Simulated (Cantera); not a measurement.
A closed system holds: 1 mol TiO2, 6.4 mol CO, equilibrated at 2123 K and 10.0 Torr.

These are equilibrium values from Cantera (NASA tables, ideal gas, pure condensed phases), not measurements of a reactor. Candidate condensed phases: C, Ti, TiC, TiO, TiO2, Ti2O3, Ti3O5, Ti4O7; 15 gas species. Condensed phases not in the tables: Magnéli phases beyond Ti4O7. Rates play no part.

Base state: CO 0.961, CO2 0.0390, TiO2 8.21e-5, O 1.73e-5 (mole fractions); condensed: Ti4O7(l).

Question: What changes in the equilibrium state with this change: temperature from 2123 K to 950 K?

Answer: 
```csv
species,before,after
CO,0.961,0.979
CO2,0.0390,0.0214
TiO2,8.21e-5,<1e-9
O,1.73e-5,<1e-9
"Ti4O7(l), mol",0.250,0
"C(graphite), mol",0,0.134
"TiO2(rutile), mol",0,1.00
```
